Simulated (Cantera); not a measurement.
A Cantera script and what it prints.

```python
import numpy as np
import cantera as ct

gas_names = """
    H HNO HNO2 HNO3 HO2 H2 H2O H2O2 N NH NH2 NH3 NH2OH NO NO2 NO3 N2 N2H2 N2H4 N2O O OH O2 O3 Si SiH
    SiH2 SiH3 SiH4 SiN SiO SiO2 Si2 Si2N Si3
""".split()
cond_names = """
    H2O(s) H2O(L) Si(cr) Si(L) SiO2(Lqz) SiO2(hqz) SiO2(L) Si2N2O(s) Si3N4(a)
""".split()


# ... load() reads the species with a 1 bar reference pressure and builds the phases ...
atoms = {
    'Si2H6': {'Si': 2, 'H': 6},
    'N2O': {'N': 2, 'O': 1},
}
top_T = {'Si2N2O(s)': 2100, 'Si3N4(a)': 2400}  # K; cautious upper limits of use, not melting points


# ... equilibrate(T, P, feed) seeds the gas with the atoms and calls Mixture.equilibrate('TP', solver="vcs", rtol=1e-11, max_steps=5000) ...
results = []
T = 1175  # K
P = 1333.22  # Pa
for m in [0.24, 0.38, 0.52, 0.66, 0.8, 0.94, 1.1]:
    feed = {'Si2H6': 1, 'N2O': m}  # mol
    mix = equilibrate(T, P, feed)
    results.append((T, P, feed, dict(zip(mix.species_names, mix.species_moles))))
    x = sorted(zip(gas.X, gas.species_names), reverse=True)
    print(f"T = {T:g} K  P = {P:g} Pa  n(N2O) = {m:g} mol  gas = {mix.phase_moles(0):.4g} mol")
    print("   x: " + "  ".join(f"{s} {v:.3e}" for v, s in x if v > 0.001))
    print("   condensed (mol): " + ("  ".join(f"{mix.phase(i).name} {mix.phase_moles(i):.4g}"
          for i in range(1, mix.n_phases) if mix.phase_moles(i) > 1e-12) or "none"))
```

Result:

```
T = 1175 K  P = 1333.22 Pa  n(N2O) = 0.24 mol  gas = 3 mol
   x: H2 1.000e+00
   condensed (mol): Si(cr) 1.52  Si2N2O(s) 0.24
T = 1175 K  P = 1333.22 Pa  n(N2O) = 0.38 mol  gas = 3 mol
   x: H2 1.000e+00
   condensed (mol): Si(cr) 1.24  Si2N2O(s) 0.38
T = 1175 K  P = 1333.22 Pa  n(N2O) = 0.52 mol  gas = 3 mol
   x: H2 1.000e+00
   condensed (mol): Si(cr) 0.96  Si2N2O(s) 0.52
T = 1175 K  P = 1333.22 Pa  n(N2O) = 0.66 mol  gas = 3 mol
   x: H2 1.000e+00
   condensed (mol): Si(cr) 0.68  Si2N2O(s) 0.66
T = 1175 K  P = 1333.22 Pa  n(N2O) = 0.8 mol  gas = 3 mol
   x: H2 1.000e+00
   condensed (mol): Si(cr) 0.4  Si2N2O(s) 0.8
T = 1175 K  P = 1333.22 Pa  n(N2O) = 0.94 mol  gas = 3 mol
   x: H2 1.000e+00
   condensed (mol): Si(cr) 0.12  Si2N2O(s) 0.94
T = 1175 K  P = 1333.22 Pa  n(N2O) = 1.1 mol  gas = 3.133 mol
   x: H2 9.574e-01  N2 4.254e-02
   condensed (mol): SiO2(hqz) 0.06661  Si2N2O(s) 0.9667
```

Method: chemical equilibrium by Gibbs-energy minimisation in Cantera with the NASA 1993 tables (ideal gas, pure condensed phases). The feed counts by its element totals alone. Mutual solubility and eutectic melting of coexisting phases are not modelled. The tables hold silica as quartz up to 1696 K and as liquid above; real silica turns to tridymite and cristobalite and melts near 1996 K.
